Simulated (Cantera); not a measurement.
**Adiabatic ignition**

An adiabatic, constant-pressure homogeneous reactor starts with 9.95 % CO, 1.09 % H2, 15.3 % O2, 57.7 % N2, 15.9 % CO2, equivalence ratio 0.36, at 1600 K and 0.210 bar.

Model: GRI-Mech 3.0 (53 species, 325 reactions), integrated in Cantera.

```tsv
t (s)	T (K)	x CO	x H2	x O2	x NO	x H2O	x CO2
3.00e-6	1600	0.0995	0.0109	0.153	<1e-12	8.26e-10	0.159
1.33e-5	1600	0.0995	0.0109	0.153	<1e-12	5.64e-8	0.159
5.91e-5	1600	0.0995	0.0109	0.153	1.17e-12	7.64e-6	0.159
0.000262	1617	0.0858	0.000455	0.133	1.98e-7	0.00753	0.173
0.00116	1724	0.0629	0.000555	0.119	6.39e-6	0.00637	0.198
0.00516	1921	0.0477	0.000403	0.117	3.48e-5	0.00801	0.217
0.0229	2129	0.0267	0.000203	0.112	0.000278	0.00938	0.242
0.102	2235	0.0141	0.000103	0.107	0.00160	0.0101	0.257
0.451	2234	0.0132	9.70e-5	0.105	0.00547	0.0102	0.258
2.00	2230	0.0130	9.56e-5	0.104	0.00827	0.0102	0.259
```
x: mole fraction; the columns are a selection and need not sum to one.

```
Property                                                             Value
---------------------------------  ---------------------------------------
time of steepest temperature rise                                 0.192 ms
temperature at 2.00 s                                               2230 K
equilibrium temperature                                             2230 K
x(CO) at 2.00 s                      0.0130 (gas-phase equilibrium 0.0130)
x(H2) at 2.00 s                    9.56e-5 (gas-phase equilibrium 9.55e-5)
x(O2) at 2.00 s                        0.104 (gas-phase equilibrium 0.104)
```
